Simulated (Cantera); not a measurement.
A perfectly stirred reactor is fed with CO : H2 : O2 : N2 = 1 : 0.59 : 0.53 : 1.99 (molar parts), equivalence ratio 1.5, at 3380 Torr; it is adiabatic with a 700 K inlet, and is followed from long to short residence time, starting on the burning branch (τ in s: 0.41, 0.17, 0.066, 0.026, 0.011, 0.0042, 0.0017, 0.00068, 0.00027, 0.00011, 4.4e-05, 1.7e-05).

Model: GRI-Mech 3.0 (53 species, 325 reactions), integrated in Cantera. The hydrogen kinetics of GRI-Mech 3.0 are dated; newer H2 mechanisms differ, most at raised pressure.

Problem. Predict: blow-out, bracketed by the residence times tried; x(CO) at τ = 0.410 s; x(H2) at τ = 0.410 s; x(O2) at τ = 0.410 s; x(NO) at τ = 0.410 s; x(NO2) at τ = 0.410 s; x(CO) at τ = 1.70 ms; x(H2) at τ = 1.70 ms; x(O2) at τ = 1.70 ms; x(NO) at τ = 1.70 ms; x(NO2) at τ = 1.70 ms.

Solution. blow-out, bracketed by the residence times tried: burning at 17.0 µs, the shortest tried
x(CO) at τ = 0.410 s: 0.132
x(H2) at τ = 0.410 s: 0.0198
x(O2) at τ = 0.410 s: 0.000883
x(NO) at τ = 0.410 s: 0.00143
x(NO2) at τ = 0.410 s: 1.60e-7
x(CO) at τ = 1.70 ms: 0.134
x(H2) at τ = 1.70 ms: 0.0204
x(O2) at τ = 1.70 ms: 0.00231
x(NO) at τ = 1.70 ms: 0.000964
x(NO2) at τ = 1.70 ms: 1.47e-7
